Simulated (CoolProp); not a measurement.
R115 along the isotherm 107.25 °C: fugacity coefficient from the reference equation and from simpler models built on Tc = 80.0 °C, pc = 3129 kPa, ω = 0.248; each cubic takes its own stable root.

The numbers come from the reference Helmholtz-energy equation of state, Lemmon 2016 in CoolProp.

| p (kPa) | phase | reference |
|---|---|---|
| 782 | gas | 0.9369 |
| 1560 | gas | 0.8749 |
| 2350 | gas | 0.8125 |
| 3130 | supercritical | 0.7511 |
| 3910 | supercritical | 0.6894 |
| 4690 | supercritical | 0.6284 |
| 5480 | supercritical | 0.5720 |
| 6260 | supercritical | 0.5262 |
| 7040 | supercritical | 0.4894 |
| 7820 | supercritical | 0.4596 |

Question: How far does each simpler model (van der Waals, Redlich-Kwong, Peng-Robinson) lie from the reference over these 10 states: mean and median of the absolute difference, and the worst?

Answer: 
- van der Waals: mean 0.6 %, median 0.4 %, worst +2.0 % at 107.25 °C and 7820 kPa
- Redlich-Kwong: mean 1.5 %, median 1.5 %, worst -2.3 % at 107.25 °C and 4690 kPa
- Peng-Robinson: mean 2.8 %, median 2.9 %, worst -3.7 % at 107.25 °C and 3910 kPa
